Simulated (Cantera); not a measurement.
Charge: 1 mol Cr, 35 mol N₂, 94 mol H₂, held at 22.0 mbar.

Equilibrium computed with Cantera from the NASA thermochemical tables; the gas is ideal and each condensed phase is pure. Candidate condensed phases: Cr, CrN, Cr₂N; 11 gas species. Kinetics and transport are ignored.

At 1650 K, list the 4 most abundant gas species with their mole fractions, and the condensed phases.

H₂ 0.728, N₂ 0.271, H 0.000523, Cr 0.000419. Condensed: Cr(s).
